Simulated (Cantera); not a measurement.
Feed: 1 mol CaCO₃, 0.16 mol H₂S, 8.6 mol H₂O, 0.43 mol SO₂, equilibrated at 1050 °C and 0.290 bar.

These are equilibrium values from Cantera (NASA tables, ideal gas, pure condensed phases), not measurements of a reactor. Candidate condensed phases: C, C₆H₆, C₇H₈, C₈H₁₈, Ca, CaCO₃, CaO, Ca(OH)₂, CaS, CaSO₄, H₂O, H₂SO₄, S; 129 gas species. Mutual solubility and eutectic melting of coexisting phases are not modelled. Rates play no part.

Base state: H₂O 0.829, CO₂ 0.0931, SO₂ 0.0491, H₂ 0.0199, CO 0.00414, H₂S 0.00320, S₂ 0.000973, SO 0.000125 (mole fractions); condensed: CaO(s) + CaS(s).

Problem. What changes in the equilibrium state with this change: SO₂ from 0.43 to 0.75 mol?

Solution. 
| species | before | after |
|---|---|---|
| H₂O | 0.829 | 0.808 |
| CO₂ | 0.0931 | 0.0910 |
| SO₂ | 0.0491 | 0.0765 |
| H₂ | 0.0199 | 0.0167 |
| S₂O | 4.66e-5 | 7.27e-5 |
| S₂ | 0.000973 | 0.00131 |
| SO | 0.000125 | 0.000168 |
| CO | 0.00414 | 0.00349 |
| SH | 3.21e-5 | 3.41e-5 |
| CaO(s), mol | 0.970 | 0.965 |
| CaS(s), mol | 0.0301 | 0.0354 |
